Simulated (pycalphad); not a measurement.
## Effect of Si content in Al-Si-Mn

CALPHAD calculation (pycalphad, COST 507 light-alloy database (1999)), 1 atm. The database dates from 1999; later assessments differ in places, in temperatures and in the compounds included. Amounts are mole fractions of atoms.

```
alloy                       liquidus (°C)   first solid  solidus (°C)                                phases at 377 °C
--------------------------  -------------  ------------  ------------  ----------------------------------------------
Al-2.178Si-0.5478Mn (wt.%)            647           fcc           576  fcc 0.97, diamond (Si) 0.02, ALMNSI_ALPHA 0.02
Al-4.352Si-0.5473Mn (wt.%)            633           fcc           576  fcc 0.95, diamond (Si) 0.04, ALMNSI_ALPHA 0.02
Al-6.523Si-0.5468Mn (wt.%)            619           fcc           576  fcc 0.93, diamond (Si) 0.06, ALMNSI_ALPHA 0.02
Al-8.689Si-0.5464Mn (wt.%)            608  ALMNSI_ALPHA           576  fcc 0.90, diamond (Si) 0.08, ALMNSI_ALPHA 0.02
Al-17.32Si-0.5445Mn (wt.%)            648  diamond (Si)           576  fcc 0.82, diamond (Si) 0.16, ALMNSI_ALPHA 0.02
```

Database names, with the compositions (at.%) that they take in these runs: ALMNSI_ALPHA: Al 70 Mn 17 Si 12.
